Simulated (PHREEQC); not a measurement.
## Ultrapure water in contact with air or piping (model solution)

A made-up water analysis in mg/L, 25 °C, pH 6.11, pe 1.2:

```csv
constituent,mg/L
Na,0.212
K,0.158
Ca,0.217
Mg,0.204
Cl,0.553
S(6) as SO4,0.713
Alkalinity as HCO3,0.635
Br,0.00251
Li,0.000725
Zn,0.000322
```

Valence states are taken as typed.

The numbers come from PHREEQC with the ion-association model, wateq4f.dat.

* **ionic strength**: 6.29e-5 mol/kgw
* **charge-balance error**: 0.1 %

```tsv
species	molality	activity	log γ
CO2	1.93e-5	1.93e-5	0.000
Cl-	1.56e-5	1.54e-5	-0.004
HCO3-	1.12e-5	1.11e-5	-0.004
Na+	9.22e-6	9.14e-6	-0.004
Mg+2	8.38e-6	8.07e-6	-0.016
SO4-2	7.40e-6	7.13e-6	-0.016
Ca+2	5.41e-6	5.21e-6	-0.016
K+	4.04e-6	4.00e-6	-0.004
H+	7.83e-7	7.76e-7	-0.004
Li+	1.05e-7	1.03e-7	-0.004
Br-	3.14e-8	3.11e-8	-0.004
```

This is a speciation only: nothing precipitates in the calculation.
